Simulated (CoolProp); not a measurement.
Vapour-liquid equilibrium of dimethyl ether (1) + methanol (2) at 2.55 °C; x and y are mole fractions of (1).

Computed with CoolProp (multi-fluid Helmholtz-energy mixture model, Wu 2011 and de Reuck 1993; pair parameters Bell 2016).

```tsv
x	bubble pressure (bar)	y at the bubble point	dew pressure at overall composition x (bar)	liquid density (mol/L)
0.05	0.3753	0.877	…	…
0.15	0.9196	0.953	0.05593	23.29
0.25	…	0.969	0.06332	22.12
0.35	1.632	0.976	0.07296	21.02
0.45	1.858	0.980	0.08609	…
0.55	2.037	0.983	0.1050	18.99
0.65	2.196	0.985	0.1346	…
0.75	2.358	0.988	0.1875	17.17
0.85	2.545	0.991	0.3090	16.32
0.95	…	0.997	0.8755	15.51
```

**Question.** Complete the blanks.

**Answer.** 
- 0.05, dew pressure at overall composition x (bar): 0.05008
- 0.05, liquid density (mol/L): 24.54
- 0.25, bubble pressure (bar): 1.330
- 0.45, liquid density (mol/L): 19.98
- 0.65, liquid density (mol/L): 18.06
- 0.95, bubble pressure (bar): 2.775

No azeotrope shows between x = 0.05 and 0.95.

The pair parameters rest on a limited set of measurements; away from them the model extrapolates. With so large a gap from Raoult's law the liquid may split in two, which this calculation doesn't test in full.
